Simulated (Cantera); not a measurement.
Mixture: CH₃OH : O₂ : N₂ : H₂O = 1 : 0.714 : 2.69 : 0.21 (molar parts), equivalence ratio 2.1, at 345 Torr, adiabatic and at constant pressure. Ignition delay is the time to a rise of 400 K.

Model: GRI-Mech 3.0 (53 species, 325 reactions), integrated in Cantera. GRI-Mech 3.0 was tuned for natural gas; its chemistry of methanol as a main component is partial and can be far from experiment.

Predict: delay at 1100 K; delay at 1150 K; delay at 1200 K; delay at 1250 K; delay at 1300 K; delay at 1350 K; delay at 1400 K; apparent activation energy between 1300 and 1400 K.


- delay at 1100 K = 88.3 ms
- delay at 1150 K = 34.2 ms
- delay at 1200 K = 14.4 ms
- delay at 1250 K = 6.55 ms
- delay at 1300 K = 3.18 ms
- delay at 1350 K = 1.65 ms
- delay at 1400 K = 0.905 ms
- apparent activation energy between 1300 and 1400 K = 190 kJ/mol
